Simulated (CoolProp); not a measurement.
Saturated liquid density (kg/m³) of carbonyl sulfide: the reference equation beside estimates from Tc = 105.6 °C, pc = 6.369 MPa, ω = 0.098. Rackett uses Z = 0.29056 − 0.08775 ω.

Values from CoolProp's reference Helmholtz-energy equation of state, Lemmon 2006. It is a short technical equation, of lower accuracy than the large ones.

| T (°C) | reference | Rackett | van der Waals | Redlich-Kwong | Soave-Redlich-Kwong | Peng-Robinson |
|---|---|---|---|---|---|---|
| -53.85 | 1182 | 1158 | 759.5 | 1121 | 1123 | 1268 |
| -49.55 | 1173 | 1149 | 753.8 | 1111 | 1114 | 1258 |
| -45.35 | 1164 | 1140 | 748.2 | 1101 | 1105 | 1248 |
| -41.05 | 1155 | 1131 | 742.3 | 1091 | 1096 | 1238 |
| -36.75 | 1145 | 1122 | 736.3 | 1081 | 1086 | 1227 |
| -32.45 | 1135 | 1113 | 730.3 | 1070 | 1076 | 1216 |
| -28.15 | 1126 | 1103 | 724.1 | 1059 | 1066 | 1205 |
| -23.95 | 1116 | 1094 | 717.9 | 1049 | 1055 | 1194 |
| -19.65 | 1106 | 1084 | 711.5 | 1037 | 1045 | 1182 |
| -15.35 | 1096 | 1074 | 704.9 | 1026 | 1034 | 1170 |
| -11.05 | 1086 | 1064 | 698.3 | 1014 | 1022 | 1158 |
| -6.75 | 1075 | 1054 | 691.4 | 1002 | 1011 | 1145 |
| -2.55 | 1065 | 1044 | 684.6 | 989.6 | 999.3 | 1132 |

Absolute difference from the reference over all 13 rows, mean and median: Rackett 2.0 and 2.0 %, van der Waals 35.7 and 35.7 %, Redlich-Kwong 6.0 and 6.0 %, Soave-Redlich-Kwong 5.4 and 5.3 %, Peng-Robinson 6.9 and 7.0 %.
